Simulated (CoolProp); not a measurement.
R125 at 293.15 K and 0.38 MPa flows at 0.72 m/s in a round tube of 6 mm bore and 0.25 µm roughness, fully developed (64/Re and Nu = 3.66 if laminar; Colebrook and Gnielinski if turbulent). Each further row changes one setting.

Values from CoolProp's reference Helmholtz-energy equation of state, Lemmon 2005.

| case | Reynolds number | Darcy friction factor | pressure drop (Pa/m) | heat-transfer coefficient (W/(m² K)) | mass flow (kg/h) |
|---|---|---|---|---|---|
| as stated | 6760 | 0.0344 | 29.7 | 50.2 | 1.46 |
| velocity 1.44 m/s | 13500 | 0.0286 | 98.8 | 89.6 | 2.93 |
| diameter 12 mm | 13500 | 0.0286 | 12.3 | 44.7 | 5.86 |

Viscosity comes from a separate model (Huber 2006). Thermal conductivity comes from a separate model (Perkins 2006).
